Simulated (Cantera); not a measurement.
Cantera with NASA thermochemical tables; ideal gases at 1 bar, condensed phases pure. Values are per mole of reaction as written; species without (g) are pure solids or liquids, kept so even where they would boil at 1 bar.

Problem. Between 300 and 1050 K, where is each reaction favourable under standard conditions?
- PbS(g) ⇌ S + Pb(g)

Solution. 
- PbS(g) ⇌ S + Pb(g): ΔG° is 77 kJ at 300 K and 96 kJ at 1050 K; it stays positive (K < 1). ΔH° is 78 kJ and ΔS° -17 J/K at 1050 K.
